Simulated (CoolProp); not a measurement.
Saturation properties of water.

Model: reference Helmholtz-energy equation of state, Wagner 2002, in CoolProp.

```json
[
 {"T (K)": "448.9", "p (MPa)": "0.9085", "liquid density (kg/m³)": "891.5", "liquid cp (kJ/(kg K))": "4.389", "vapour Z": "0.9339", "liquid viscosity (µPa s)": "154", "vapour viscosity (µPa s)": "14.8"},
 {"T (K)": "452.7", "p (MPa)": "0.9925", "liquid density (kg/m³)": "887.5", "liquid cp (kJ/(kg K))": "4.403", "vapour Z": "0.9300", "liquid viscosity (µPa s)": "151", "vapour viscosity (µPa s)": "15.0"},
 {"T (K)": "456.5", "p (MPa)": "1.082", "liquid density (kg/m³)": "883.4", "liquid cp (kJ/(kg K))": "4.419", "vapour Z": "0.9258", "liquid viscosity (µPa s)": "147", "vapour viscosity (µPa s)": "15.1"},
 {"T (K)": "460.4", "p (MPa)": "1.181", "liquid density (kg/m³)": "879.1", "liquid cp (kJ/(kg K))": "4.435", "vapour Z": "0.9214", "liquid viscosity (µPa s)": "144", "vapour viscosity (µPa s)": "15.2"},
 {"T (K)": "464.2", "p (MPa)": "1.284", "liquid density (kg/m³)": "874.9", "liquid cp (kJ/(kg K))": "4.452", "vapour Z": "0.9170", "liquid viscosity (µPa s)": "141", "vapour viscosity (µPa s)": "15.4"},
 {"T (K)": "468", "p (MPa)": "1.394", "liquid density (kg/m³)": "870.6", "liquid cp (kJ/(kg K))": "4.470", "vapour Z": "0.9124", "liquid viscosity (µPa s)": "138", "vapour viscosity (µPa s)": "15.5"},
 {"T (K)": "471.9", "p (MPa)": "1.515", "liquid density (kg/m³)": "866.1", "liquid cp (kJ/(kg K))": "4.489", "vapour Z": "0.9074", "liquid viscosity (µPa s)": "135", "vapour viscosity (µPa s)": "15.6"},
 {"T (K)": "475.7", "p (MPa)": "1.640", "liquid density (kg/m³)": "861.7", "liquid cp (kJ/(kg K))": "4.509", "vapour Z": "0.9025", "liquid viscosity (µPa s)": "133", "vapour viscosity (µPa s)": "15.8"},
 {"T (K)": "479.5", "p (MPa)": "1.772", "liquid density (kg/m³)": "857.1", "liquid cp (kJ/(kg K))": "4.530", "vapour Z": "0.8973", "liquid viscosity (µPa s)": "130", "vapour viscosity (µPa s)": "15.9"}
]
```

It boils at 373.1 K under 1 atm.

Viscosity comes from a separate model (Huber 2009).
